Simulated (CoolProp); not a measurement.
Properties of n-dodecane along the isotherm 620 K (Tc = 658.1 K, pc = 1.818 MPa, ω = 0.574).

The numbers come from the reference Helmholtz-energy equation of state, Lemmon 2004 in CoolProp. It is a short technical equation, of lower accuracy than the large ones.

```tsv
p (MPa)	phase	Z	speed of sound (m/s)
0.101	gas	0.9714	170.6
0.202	gas	0.9418	165.6
0.303	gas	0.9112	160.3
0.404	gas	0.8793	154.7
0.505	gas	0.8460	148.7
0.606	gas	0.8109	142.4
0.707	gas	0.7736	135.5
0.808	gas	0.7335	127.8
0.909	gas	0.6895	119.2
```
